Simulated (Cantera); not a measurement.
Stirred combustor or abatement burner

A perfectly stirred reactor is fed with 4.88 % CO, 6.34 % H2, 1.37 % CH4, 8.43 % O2, 79.0 % N2, equivalence ratio 0.99, at 5.70 bar; it is adiabatic with a 723 K inlet, and is followed from long to short residence time, starting on the burning branch (τ in s: 0.082, 0.037, 0.016, 0.0074, 0.0033, 0.0015, 0.00066, 0.0003, 0.00013, 5.9e-05).

Computed with Cantera and GRI-Mech 3.0 (53 species, 325 reactions).

| τ (s) | T (K) | x CO | x H2 | x CH4 | x NO2 | x CH2CO | x O2 |
|---|---|---|---|---|---|---|---|
| 0.082 | 1875 | 0.00186 | 0.000643 | 1.60e-6 | 4.73e-8 | 1.98e-9 | 0.00213 |
| 0.037 | 1868 | 0.00249 | 0.000863 | 2.64e-6 | 4.60e-8 | 4.09e-9 | 0.00253 |
| 0.016 | 1858 | 0.00337 | 0.00117 | 4.48e-6 | 4.41e-8 | 8.11e-9 | 0.00309 |
| 0.0074 | 1847 | 0.00443 | 0.00153 | 7.30e-6 | 4.17e-8 | 1.41e-8 | 0.00377 |
| 0.0033 | 1830 | 0.00586 | 0.00202 | 1.23e-5 | 3.85e-8 | 2.37e-8 | 0.00469 |
| 0.0015 | 1809 | 0.00766 | 0.00263 | 2.06e-5 | 3.49e-8 | 3.70e-8 | 0.00586 |
| 0.00066 | 1780 | 0.0101 | 0.00341 | 3.62e-5 | 3.05e-8 | 5.69e-8 | 0.00745 |
| 0.00030 | 1742 | 0.0132 | 0.00433 | 6.48e-5 | 2.58e-8 | 8.68e-8 | 0.00950 |
| 0.00013 | 1687 | 0.0180 | 0.00554 | 0.000131 | 2.03e-8 | 1.49e-7 | 0.0126 |
| 5.9e-5 | 1607 | 0.0255 | 0.00720 | 0.000309 | 1.39e-8 | 3.26e-7 | 0.0177 |
x: mole fraction; the columns are a selection and need not sum to one.
